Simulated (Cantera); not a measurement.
An adiabatic, constant-volume homogeneous reactor starts with CH₄ : O₂ : N₂ : CO₂ = 1 : 1.67 : 6.27 : 0.28 (molar parts), equivalence ratio 1.2, at 1575 K and 260000 Pa.

Detailed kinetics in Cantera: GRI-Mech 3.0 (53 species, 325 reactions).

One state of this run: T (K) = 2986; P (bar) = 5.29; x CH₄ = <1e-12; x O₂ = 0.00991; x CO₂ = 0.0543; x H = 0.0114; x H₂O₂ = 6.10e-7; x CO = 0.0751. x: mole fraction; the columns are a selection and need not sum to one.

Question: Which value of t (s) does it belong to?
A) 7.00e-6
B) 0.127
C) 8.12e-5
D) 0.000276

Answer: B, 0.127
